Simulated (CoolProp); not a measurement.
A Linde-Hampson liquefier for normal hydrogen: isothermal reversible compression at 200 K from 1 atm to 5 MPa, throttling to 1 atm, return gas leaving the recuperator 2 K below the feed. Each further row changes one setting.

Computed with CoolProp (reference Helmholtz-energy equation of state, Leachman 2009).

| case | compression work (kJ/kg of gas) |
|---|---|
| as stated | 3240 |
| high pressure 10 MPa | 3850 |
| warm-end temperature 230 K | 3730 |
| warm-end gap 7 K | 3240 |
